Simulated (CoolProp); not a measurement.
Vapour-liquid equilibrium of hydrogen sulfide (1) + n-heptane (2) at 44.15 °C; x and y are mole fractions of (1).

Model: multi-fluid Helmholtz-energy mixture model, Lemmon 2006 and Span 2003; pair parameters Kunz 2012, in CoolProp.

**Question.** Give the bubble pressure and the first vapour's composition at x = 0.05, 0.55, 0.95. Is there an azeotrope?

**Answer.** x = 0.05: 192.9 kPa, y = 0.923; x = 0.55: 1784 kPa, y = 0.992; x = 0.95: 2938 kPa, y = 0.999. No azeotrope shows between x = 0.05 and 0.95.

The pair parameters rest on a limited set of measurements; away from them the model extrapolates. The gap from Raoult's law changes sign with composition, which may be real or a fault of the pair parameters; it wasn't checked against measurements.
